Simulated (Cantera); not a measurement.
Charge: 1 mol CuO, a varied amount of C, 0.53 mol CO, at 2673 K and 0.133 bar.

Method: chemical equilibrium by Gibbs-energy minimisation in Cantera with the NASA 1993 tables (ideal gas, pure condensed phases). Candidate condensed phases: C, Cu, CuO, Cu2O; 15 gas species. Kinetics and transport are ignored.

### Question
Which condensed phases are stable at each of these points (n(C) (mol)): 0.41, 0.7, 1, 1.3, 1.6, 1.9, 2.2, 2.5, 2.7, 3, 3.3?

### Answer
```tsv
n(C) (mol)	condensed phases	Cu condensed (%)
0.41	gas only	0.0
0.7	gas only	0.0
1	gas only	0.0
1.3	C(graphite)	0.0
1.6	C(graphite)	0.0
1.9	C(graphite)	0.0
2.2	C(graphite)	0.0
2.5	C(graphite)	0.0
2.7	C(graphite)	0.0
3	C(graphite)	0.0
3.3	C(graphite)	0.0
```

From 0.41 mol C to 1 mol C nothing is condensed. From 1.3 mol C to 3.3 mol C the condensed part is C(graphite).
